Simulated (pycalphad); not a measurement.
All values are pycalphad results on the COST 507 light-alloy database (1999) (1 atm), not direct measurements. The database dates from 1999; later assessments differ in places, in temperatures and in the compounds included. The system is extrapolated from its subsystems; higher-order compounds may be missing.

Problem. How does the equilibrium phase assembly of Al-0.24Sn-10.1Si (at.%) change on cooling from 1577 °C to 227 °C?

Solution. 
```json
[
 {"T (°C)": "590.4", "phases above": "LIQUID", "phases below": "FCC_A1 + LIQUID"},
 {"T (°C)": "575.8", "phases above": "FCC_A1 + LIQUID", "phases below": "DIAMOND_A4 + FCC_A1 + LIQUID"},
 {"T (°C)": "229.1", "phases above": "DIAMOND_A4 + FCC_A1 + LIQUID", "phases below": "BCT_A5 + DIAMOND_A4 + FCC_A1"}
]
```
Changes were sought between steps of 50 K, so a narrower field can be missed.

FCC_A1 is fcc; DIAMOND_A4 is diamond (Si); BCT_A5 is bct (Sn).
